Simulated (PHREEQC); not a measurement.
Solution (25 °C): 3.6 mmol/kgw FeSO4. Closed to the air; pH follows from the charge balance.

Model: ion-association model, phreeqc.dat, run in PHREEQC.

This is a speciation only: nothing precipitates in the calculation.

What pH, ionic strength does the model give?

pH 6.14; ionic strength 0.0118 mol/kgw.

In which forms is Fe present?

Fe+2 82 %, FeSO4 18 % of the Fe.

Complexes and solids missing from the database can't appear.
